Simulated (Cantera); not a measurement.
An isothermal, constant-pressure homogeneous reactor starts with NO : N₂ = 1 : 8.6 (molar parts), at 2025 K and 87000 Pa.

Model: GRI-Mech 3.0 (53 species, 325 reactions), integrated in Cantera.

x: mole fraction; the columns are a selection and need not sum to one.

```json
[
 {"t (s)": "3.00e-5", "x NO": "0.104", "x O₂": "8.87e-10", "x N₂": "0.896", "x N₂O": "3.79e-7", "x O": "3.76e-7", "x NO₂": "3.15e-8"},
 {"t (s)": "8.02e-5", "x NO": "0.104", "x O₂": "?", "x N₂": "0.896", "x N₂O": "?", "x O": "?", "x NO₂": "?"},
 {"t (s)": "0.000214", "x NO": "0.104", "x O₂": "4.65e-8", "x N₂": "0.896", "x N₂O": "2.19e-6", "x O": "2.67e-6", "x NO₂": "7.60e-7"},
 {"t (s)": "0.000573", "x NO": "0.104", "x O₂": "4.20e-7", "x N₂": "0.896", "x N₂O": "4.04e-6", "x O": "8.02e-6", "x NO₂": "2.81e-6"},
 {"t (s)": "0.00153", "x NO": "0.104", "x O₂": "?", "x N₂": "0.896", "x N₂O": "5.21e-6", "x O": "?", "x NO₂": "?"},
 {"t (s)": "0.00410", "x NO": "0.104", "x O₂": "4.00e-5", "x N₂": "0.896", "x N₂O": "5.31e-6", "x O": "3.81e-5", "x NO₂": "1.45e-5"},
 {"t (s)": "0.0110", "x NO": "0.104", "x O₂": "0.000169", "x N₂": "0.896", "x N₂O": "5.28e-6", "x O": "4.11e-5", "x NO₂": "1.57e-5"},
 {"t (s)": "0.0293", "x NO": "0.103", "x O₂": "0.000522", "x N₂": "0.896", "x N₂O": "5.20e-6", "x O": "4.42e-5", "x NO₂": "1.68e-5"},
 {"t (s)": "0.0783", "x NO": "0.101", "x O₂": "0.00148", "x N₂": "0.897", "x N₂O": "5.00e-6", "x O": "5.17e-5", "x NO₂": "1.94e-5"},
 {"t (s)": "0.209", "x NO": "0.0958", "x O₂": "0.00414", "x N₂": "0.900", "x N₂O": "4.49e-6", "x O": "6.80e-5", "x NO₂": "2.44e-5"},
 {"t (s)": "0.560", "x NO": "0.0816", "x O₂": "0.0112", "x N₂": "0.907", "x N₂O": "3.28e-6", "x O": "9.92e-5", "x NO₂": "3.07e-5"},
 {"t (s)": "1.50", "x NO": "0.0507", "x O₂": "0.0266", "x N₂": "0.922", "x N₂O": "1.38e-6", "x O": "0.000145", "x NO₂": "2.82e-5"},
 {"t (s)": "4.00", "x NO": "0.0157", "x O₂": "0.0441", "x N₂": "0.940", "x N₂O": "3.41e-7", "x O": "0.000184", "x NO₂": "1.11e-5"}
]
```

Some entries are withheld; supply them.


- 8.02e-5, x O₂: 6.22e-9
- 8.02e-5, x N₂O: 9.55e-7
- 8.02e-5, x O: 9.76e-7
- 8.02e-5, x NO₂: 1.73e-7
- 0.00153, x O₂: 4.69e-6
- 0.00153, x O: 2.24e-5
- 0.00153, x NO₂: 8.42e-6
